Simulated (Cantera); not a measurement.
Charge: 1 mol Si, 0.51 mol HCl, 8.3 mol H2, at 0.100 bar.

These are equilibrium values from Cantera (NASA tables, ideal gas, pure condensed phases), not measurements of a reactor. Candidate condensed phases: Si; 19 gas species. The numbers say what is thermodynamically allowed, not how fast it happens.

Q: What share of the Si ends up in condensed phases as a function of T (°C), at 700, 750, 800, 850, 900, 950, 1000, 1050?

A: 
```csv
T (°C),Si condensed (%),as
700,87.9,Si(s)
750,88.8,Si(s)
800,89.9,Si(s)
850,91.1,Si(s)
900,92.2,Si(s)
950,93.1,Si(s)
1000,93.7,Si(s)
1050,94.0,Si(s)
```
